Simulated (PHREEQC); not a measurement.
Model water analysis in mmol/kgw, 20 °C, pH 6.32, pe 8.5:

```json
[
 {"constituent": "Na", "mmol/kgw": "0.698"},
 {"constituent": "K", "mmol/kgw": "0.00138"},
 {"constituent": "Ca", "mmol/kgw": "0.385"},
 {"constituent": "Mg", "mmol/kgw": "0.0618"},
 {"constituent": "Cl", "mmol/kgw": "0.321"},
 {"constituent": "S(6)", "mmol/kgw": "0.173"},
 {"constituent": "Alkalinity (meq/kgw)", "mmol/kgw": "0.909"},
 {"constituent": "Cu(2)", "mmol/kgw": "0.0344"},
 {"constituent": "Pb", "mmol/kgw": "0.000666"}
]
```

Valence states are taken as typed.

Model: ion-association model, wateq4f.dat, run in PHREEQC.

```
quantity                   before     after
-----------------------  --------  --------
CO2 (mol/kgw)            0.000967  0.000478
Cu+2 (mol/kgw)            1.91e-5   1.45e-5
CaSO4 (mol/kgw)           7.74e-6   7.75e-6
CuHCO3+ (mol/kgw)         6.91e-6   5.21e-6
CuCO3 (mol/kgw)           6.18e-6   9.31e-6
CaHCO3+ (mol/kgw)         3.16e-6   3.12e-6
SI of Tenorite (CuO)        +0.02     +0.51
SI of Cerrusite (PbCO3)     -0.64     -0.49
```

### Question
What was changed between the two runs?
A. temperature from 20 to 85 °C at the same typed pH
B. pH from 6.32 to 6.62 at the same alkalinity
C. pH from 6.32 to 5.82 at the same alkalinity

### Answer
B, pH from 6.32 to 6.62 at the same alkalinity

Precipitation was switched off in this run. Some of these states are supersaturated (in Malachite, Brochantite, for instance). The database's constant for dissolved Cu(OH)2 is higher than later reviews accept.
